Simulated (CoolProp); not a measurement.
Values from CoolProp's reference Helmholtz-energy equation of state, Lemmon 2006. It is a short technical equation, of lower accuracy than the large ones.

Problem. Give the vapour pressure (bar), liquid density (kg/m³), enthalpy of vaporisation (kJ/kg), liquid cp (kJ/(kg K)) of saturated R142b at 252.6 K.

Solution. 
```csv
T (K),p (bar),liquid density (kg/m³),enthalpy of vaporisation (kJ/kg),liquid cp (kJ/(kg K))
252.6,0.622,1220,230,1.21
```
